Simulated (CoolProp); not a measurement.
Computed with CoolProp (reference Helmholtz-energy equation of state, Thol 2015).

Problem. Give the vapour pressure (bar), liquid density (kg/m³), vapour density (kg/m³), enthalpy of vaporisation (kJ/kg) of saturated 1,2-dichloroethane at 114.35 °C.

Solution. 
```csv
T (°C),p (bar),liquid density (kg/m³),vapour density (kg/m³),enthalpy of vaporisation (kJ/kg)
114.35,2.44,1110,7.95,306
```
